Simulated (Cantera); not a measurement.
Catalytic stagnation flow on Pt

A jet of CH4 : O2 : N2 = 0.081 : 0.18 : 0.79 (molar parts) at 300 K and 0.0839 atm hits a platinum plate 5.6 cm away at a mass flux of 0.023 kg/m²/s; the plate temperature is set and raised in steps from an oxygen-covered start.

Detailed kinetics in Cantera: Deutschmann's 1995 Pt surface mechanism with GRI-Mech 3.0 gas chemistry. Catalytic surfaces can have several steady states; this one follows from the mechanism file's or the stated starting coverage.

| plate T (K) | wall x CH4 | wall x O2 | wall x H2O | wall x OH | wall x CO | wall x CO2 | θ free Pt | θ O* | θ OH* |
|---|---|---|---|---|---|---|---|---|---|
| 850 | 0.0566 | 0.127 | 0.0387 | 1.35e-8 | 1.53e-5 | 0.0253 | 0.141 | 0.857 | 0.00166 |
| 900 | 0.0393 | 0.0901 | 0.0710 | 5.04e-8 | 1.58e-5 | 0.0467 | 0.219 | 0.779 | 0.00213 |
| 950 | 0.0250 | 0.0597 | 0.0974 | 1.56e-7 | 1.47e-5 | 0.0645 | 0.311 | 0.687 | 0.00228 |
| 1000 | 0.0163 | 0.0415 | 0.113 | 4.05e-7 | 1.37e-5 | 0.0752 | 0.406 | 0.592 | 0.00217 |
| 1050 | 0.0114 | 0.0314 | 0.122 | 9.30e-7 | 1.36e-5 | 0.0811 | 0.496 | 0.502 | 0.00194 |
| 1100 | 0.00864 | 0.0256 | 0.127 | 1.94e-6 | 1.42e-5 | 0.0845 | 0.578 | 0.420 | 0.00168 |
x: mole fraction at the wall; θ: surface coverage.
